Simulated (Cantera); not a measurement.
A perfectly stirred reactor is fed with 18.9 % H₂, 41.2 % O₂, 39.9 % N₂, at 0.410 bar; it is held at 1250 K, and followed from long to short residence time.

Cantera simulation using GRI-Mech 3.0 (53 species, 325 reactions); the numbers are that mechanism's predictions, not measurements. The temperature is held fixed by assumption; the heat of reaction is taken as removed at once.

Q: Predict: x(H₂) at τ = 9.00 s; x(O₂) at τ = 9.00 s; x(NO₂) at τ = 9.00 s; x(H₂O₂) at τ = 9.00 s; x(NO) at τ = 9.00 s; x(H₂) at τ = 46.0 ms; x(O₂) at τ = 46.0 ms; x(NO₂) at τ = 46.0 ms; x(H₂O₂) at τ = 46.0 ms; x(NO) at τ = 46.0 ms.

A: 
- x(H₂) at τ = 9.00 s = 2.19e-5
- x(O₂) at τ = 9.00 s = 0.350
- x(NO₂) at τ = 9.00 s = 1.06e-8
- x(H₂O₂) at τ = 9.00 s = 1.61e-7
- x(NO) at τ = 9.00 s = 4.87e-7
- x(H₂) at τ = 46.0 ms = 0.000712
- x(O₂) at τ = 46.0 ms = 0.350
- x(NO₂) at τ = 46.0 ms = 1.92e-9
- x(H₂O₂) at τ = 46.0 ms = 1.70e-6
- x(NO) at τ = 46.0 ms = 1.37e-7
